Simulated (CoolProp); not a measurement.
The fluid at 293.15 K and 3.08 MPa is throttled through a valve to 1.43 MPa with no heat exchange. The same conditions are run with several fluids, on thermodynamics alone (safety and materials aside).

Values from CoolProp's reference Helmholtz-energy equation of state of each fluid (CF4 (R14): Platzer 1990; oxygen: Schmidt 1985; nitrogen: Span 2000; methane: Setzmann 1991; carbon dioxide: Span 1996). The equations of Platzer and Polt are older, rougher fits.

Question: Rank CF4 (R14), oxygen, nitrogen, methane, carbon dioxide by temperature change (K), highest first.

Answer: nitrogen (-3.4), oxygen (-4.4), methane (-7.5), CF4 (R14) (-9.8), carbon dioxide (-21.0)

```tsv
fluid	final density (kg/m³)
CF4 (R14)	57.1
oxygen	19.3
nitrogen	16.7
methane	9.94
carbon dioxide	31.1
```
